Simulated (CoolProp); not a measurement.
Saturation properties of CH2F2 (R32).

Model: reference Helmholtz-energy equation of state, Tillner-Roth 1997, in CoolProp.

```csv
T (K),p (bar),liquid cp (kJ/(kg K)),vapour viscosity (µPa s)
183.1,0.08834,___,8.11
189.9,0.1480,1.560,8.41
196.8,0.2394,1.562,8.73
203.6,___,1.567,9.04
210.4,0.5561,1.573,9.35
217.3,0.8142,1.581,___
224.1,1.155,1.591,9.99
230.9,1.600,1.603,10.3
237.7,2.171,1.618,10.6
244.6,2.902,___,10.9
251.4,3.796,1.655,11.3
258.2,4.890,1.678,11.6
265.1,6.231,___,11.9
271.9,7.810,1.739,12.3
```

Q: Fill in the missing entries.

A: 
- 183.1, liquid cp (kJ/(kg K)): 1.559
- 203.6, p (bar): 0.3709
- 217.3, vapour viscosity (µPa s): 9.67
- 244.6, liquid cp (kJ/(kg K)): 1.635
- 265.1, liquid cp (kJ/(kg K)): 1.706

It boils at 221.5 K under 1 atm.

Viscosity comes from a separate model (Bell 2016), an estimate that may be off by 10 % or more.
